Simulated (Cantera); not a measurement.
Input: 1 mol SiCl4, 0.56 mol HCl, 0.3 mol H2, equilibrated at 1225 K and 1 atm.

These are equilibrium values from Cantera (NASA tables, ideal gas, pure condensed phases), not measurements of a reactor. Candidate condensed phases: Si; 19 gas species. The tables' values for SiCl3 are old estimates; treat these amounts as uncertain. Rates play no part.

Base state: SiCl4 0.525, HCl 0.313, H2 0.151, SiHCl3 0.00791, SiCl3 0.00370, SiCl2 0.000206, SiH2Cl2 1.59e-5 (mole fractions); condensed: gas only.

**Question.** What changes in the equilibrium state with this change: HCl from 0.56 to 1.4 mol?

**Answer.** 
| species | before | after |
|---|---|---|
| HCl | 0.313 | 0.522 |
| SiCl4 | 0.525 | 0.366 |
| H2 | 0.151 | 0.108 |
| SiH2Cl2 | 1.59e-5 | 2.04e-6 |
| SiCl2 | 0.000206 | 3.69e-5 |
| SiHCl3 | 0.00791 | 0.00237 |
| SiCl3 | 0.00370 | 0.00131 |
